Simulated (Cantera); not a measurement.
Feed: 1 mol V2O3, 320 mol H2, equilibrated at 1448.15 K and 24.0 Pa.

Method: chemical equilibrium by Gibbs-energy minimisation in Cantera with the NASA 1993 tables (ideal gas, pure condensed phases). Candidate condensed phases: H2O, V, VO, V2O3, V2O4, V2O5; 12 gas species. Mutual solubility and eutectic melting of coexisting phases are not modelled. VO: taken at fixed stoichiometry. Condensed phases not in the tables: the oxides between V2O3 and V2O5 other than VO2. The numbers say what is thermodynamically allowed, not how fast it happens.

Base state: H2 0.997, H2O 0.00270, H 0.000595 (mole fractions); condensed: VO(s) + V2O3(s).

Q: What changes in the equilibrium state with this change: temperature from 1448.15 K to 2173.15 K?

A: 
```
species         before     after
------------  --------  --------
H2               0.997     0.727
H             0.000595     0.266
VO             4.80e-8   0.00320
V                <1e-9  0.000882
O                <1e-9   2.68e-5
VO2            3.53e-7   0.00131
OH             3.84e-8  0.000105
H2O            0.00270   0.00213
VO(s), mol        1.73         0
V2O3(s), mol     0.136         0
```
